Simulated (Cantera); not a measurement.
A closed system holds: 1 mol SiCl₄, 8.1 mol H₂, at 1102 °C and 1 atm.

Method: chemical equilibrium by Gibbs-energy minimisation in Cantera with the NASA 1993 tables (ideal gas, pure condensed phases). Candidate condensed phases: Si; 19 gas species. The tables' values for SiCl₃ are old estimates; treat these amounts as uncertain. Equilibrium is a limit: real reactors are often held back by kinetics, nucleation or transport.

Base state: H₂ 0.803, HCl 0.0909, SiCl₄ 0.0418, SiCl₂ 0.0242, SiHCl₃ 0.0236, SiCl₃ 0.0148, SiH₂Cl₂ 0.00197, SiH₃Cl 4.70e-5 (mole fractions); condensed: gas only.

**Question.** What changes in the equilibrium state with this change: temperature from 1102 °C to 602 °C?

**Answer.** 
```tsv
species	before	after
H₂	0.803	0.876
SiCl₄	0.0418	0.0963
HCl	0.0909	0.0138
SiCl₂	0.0242	9.26e-7
SiCl₃	0.0148	3.93e-5
SiHCl₃	0.0236	0.0134
SiH₃Cl	4.70e-5	5.22e-7
SiH₂Cl₂	0.00197	0.000170
```
